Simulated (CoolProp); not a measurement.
Vapour pressure (kPa) of R134a: the reference equation beside estimates from Tc = 374.2 K, pc = 4059 kPa, ω = 0.327. Clausius-Clapeyron is anchored at 285.5 K with a constant enthalpy of vaporisation of 19.26 kJ/mol.

The numbers come from the reference Helmholtz-energy equation of state, Tillner-Roth 1994 in CoolProp.

| T (K) | reference | Clausius-Clapeyron | van der Waals | Redlich-Kwong | Soave-Redlich-Kwong | Peng-Robinson |
|---|---|---|---|---|---|---|
| 250.4 | 117.7 | 143.7 | 643.9 | 239.7 | 117.1 | 117.6 |
| 262.1 | 192.4 | 217.1 | 816.1 | 356.7 | 192.3 | 191.9 |
| 273.8 | 299.8 | 316.8 | 1016 | 510.1 | 300.8 | 298.7 |
| 285.5 | 448.1 | 448.1 | 1245 | 705.4 | 451.4 | 446.7 |
| 297.2 | 646.8 | 616.8 | 1505 | 947.8 | 653.6 | 645.4 |
| 308.9 | 905.6 | 828.7 | 1796 | 1242 | 917.6 | 905.2 |
| 320.6 | 1235 | 1090 | 2121 | 1594 | 1254 | 1237 |
| 332.3 | 1648 | 1405 | 2479 | 2007 | 1675 | 1654 |
| 344 | 2157 | 1782 | 2873 | 2487 | 2192 | 2169 |
| 355.7 | 2779 | 2223 | 3303 | 3037 | 2817 | 2797 |
| 367.4 | 3537 | 2736 | 3770 | 3660 | 3563 | 3553 |

Absolute difference from the reference over all 11 rows, mean and median: Clausius-Clapeyron 12.8 and 12.8 %, van der Waals 145.4 and 98.3 %, Redlich-Kwong 43.6 and 37.1 %, Soave-Redlich-Kwong 1.0 and 1.1 %, Peng-Robinson 0.3 and 0.3 %.
